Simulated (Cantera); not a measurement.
An adiabatic, constant-pressure homogeneous reactor starts with 16.0 % CO, 12.7 % H2, 15.0 % O2, 56.3 % N2, equivalence ratio 0.96, at 1750 K and 3750 Torr.

Detailed kinetics in Cantera: GRI-Mech 3.0 (53 species, 325 reactions). The hydrogen kinetics of GRI-Mech 3.0 are dated; newer H2 mechanisms differ, most at raised pressure.

One state of this run: T (K) = 2980; x CO = 0.0759; x H2 = 0.0116; x O2 = 0.0337; x NO = 0.0165; x HO2 = 1.64e-5. x: mole fraction; the columns are a selection and need not sum to one.

Task: Which value of t (s) does it belong to?
(A) 2.00e-6
(B) 0.00245
(C) 2.14e-5
(D) 6.54e-6

Result: B, 0.00245
